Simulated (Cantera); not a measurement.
Cantera run, input and output.

```python
import numpy as np
import cantera as ct

gas = ct.Solution("gri30.yaml")
gas.TPX = 1325, 2900, {'N2O': 1, 'O2': 0.33}
reactor = ct.IdealGasConstPressureReactor(gas, energy="off", clone=False)
net = ct.ReactorNet([reactor])
net.rtol, net.atol = 1e-08, 1e-18
show = ['N2O', 'O2', 'O', 'N2', 'NO', 'NO2']
times = np.geomspace(0.0005, 100, 13)

steps = ct.SolutionArray(gas, extra=["t"])
rows = []
print(f"{'t/s':>10s}{'T/K':>9s}{'P/Pa':>11s}" + "".join(f"{s:>11s}" for s in show))
for t in times:
    while net.time < t:
        t_next = net.step()
        steps.append(gas.state, t=t_next)
    rows.append([np.interp(t, steps.t, y) for y in (steps.T, steps.P, *steps(*show).X.T)])
    print(f"{t:10.3e}{rows[-1][0]:9.1f}{rows[-1][1]:11.4g}" + "".join(f"{x:11.3e}" for x in rows[-1][2:]))
rate = np.gradient(steps.T, steps.t)
print("integrator steps:", len(steps.t))
if steps.T.max() > steps.T[0] + 200:
    print(f"time of steepest temperature rise: {steps.t[rate.argmax()]:.4e} s")
gas.TPX = 1325, 2900, {'N2O': 1, 'O2': 0.33}
gas.equilibrate("TP")
print(f"equilibrium (TP): T = {gas.T:.1f} K  " + "  ".join(f"{s} {gas[s].X[0]:.3e}" for s in show))
```

Result:

```
       t/s      T/K       P/Pa        N2O         O2          O         N2         NO        NO2
 5.000e-04   1325.0       2900  7.518e-01  2.481e-01  9.830e-06  4.440e-05  6.025e-06  4.981e-12
 1.383e-03   1325.0       2900  7.517e-01  2.482e-01  1.052e-05  1.367e-04  2.200e-05  6.237e-11
 3.824e-03   1325.0       2900  7.513e-01  2.482e-01  1.052e-05  3.936e-04  6.677e-05  5.652e-10
 1.057e-02   1325.0       2900  7.502e-01  2.485e-01  1.052e-05  1.103e-03  1.904e-04  4.486e-09
 2.924e-02   1325.0       2900  7.473e-01  2.491e-01  1.052e-05  3.058e-03  5.312e-04  3.256e-08
 8.086e-02   1325.0       2900  7.393e-01  2.508e-01  1.052e-05  8.415e-03  1.465e-03  2.079e-07
 2.236e-01   1325.0       2900  7.177e-01  2.555e-01  1.052e-05  2.285e-02  3.980e-03  1.034e-06
 6.184e-01   1325.0       2900  6.620e-01  2.674e-01  1.051e-05  6.009e-02  1.047e-02  3.672e-06
 1.710e+00   1325.0       2900  5.337e-01  2.950e-01  1.049e-05  1.459e-01  2.539e-02  1.019e-05
 4.729e+00   1325.0       2900  3.075e-01  3.437e-01  1.039e-05  2.971e-01  5.163e-02  2.288e-05
 1.308e+01   1325.0       2900  7.959e-02  3.929e-01  9.777e-06  4.498e-01  7.768e-02  3.800e-05
 3.616e+01   1325.0       2900  3.956e-03  4.098e-01  4.122e-06  5.009e-01  8.525e-02  6.966e-05
 1.000e+02   1325.0       2900  1.635e-05  4.108e-01  1.059e-06  5.038e-01  8.519e-02  1.960e-04
integrator steps: 1083
equilibrium (TP): T = 1325.0 K  N2O 5.304e-09  O2 4.533e-01  O 1.096e-06  N2 5.462e-01  NO 5.710e-04  NO2 1.397e-06
```

Detailed kinetics in Cantera: GRI-Mech 3.0 (53 species, 325 reactions). GRI-Mech 3.0 was tuned for natural gas; its chemistry of N2O as a main component is partial and can be far from experiment. Radical loss at walls, strong at low pressure, is not modelled. The mechanism lacks the step 2 NO + O2 → 2 NO2, which can matter for NO2 below about 1400 K. The temperature is held fixed by assumption; the heat of reaction is taken as removed at once.
